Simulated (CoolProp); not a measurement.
Saturated liquid density (kg/m³) of R123: the reference equation beside estimates from Tc = 183.7 °C, pc = 3.662 MPa, ω = 0.282. Rackett uses Z = 0.29056 − 0.08775 ω.

Model: reference Helmholtz-energy equation of state, Younglove 1994, in CoolProp. It is a modified Benedict-Webb-Rubin equation, recast in Helmholtz form.

| T (°C) | reference | Rackett | van der Waals | Redlich-Kwong | Soave-Redlich-Kwong | Peng-Robinson |
|---|---|---|---|---|---|---|
| 40.95 | 1422 | 1435 | 850.6 | 1236 | 1291 | 1461 |
| 54.65 | 1385 | 1396 | 828.4 | 1197 | 1253 | 1420 |
| 68.35 | 1346 | 1356 | 805.0 | 1155 | 1213 | 1375 |
| 82.05 | 1305 | 1314 | 779.9 | 1110 | 1169 | 1326 |
| 95.75 | 1261 | 1269 | 752.9 | 1061 | 1120 | 1271 |
| 109.35 | 1214 | 1220 | 723.8 | 1009 | 1066 | 1211 |
| 123.05 | 1162 | 1167 | 691.5 | 950.5 | 1006 | 1141 |
| 136.75 | 1104 | 1108 | 655.1 | 885.4 | 936.8 | 1062 |
| 150.45 | 1034 | 1038 | 612.9 | 810.5 | 855.6 | 966.8 |
| 164.15 | 945.9 | 950.2 | 560.8 | 719.2 | 754.8 | 848.1 |

Absolute difference from the reference over all 10 rows, mean and median: Rackett 0.6 and 0.6 %, van der Waals 40.4 and 40.3 %, Redlich-Kwong 17.2 and 16.4 %, Soave-Redlich-Kwong 12.8 and 11.7 %, Peng-Robinson 3.3 and 2.3 %.
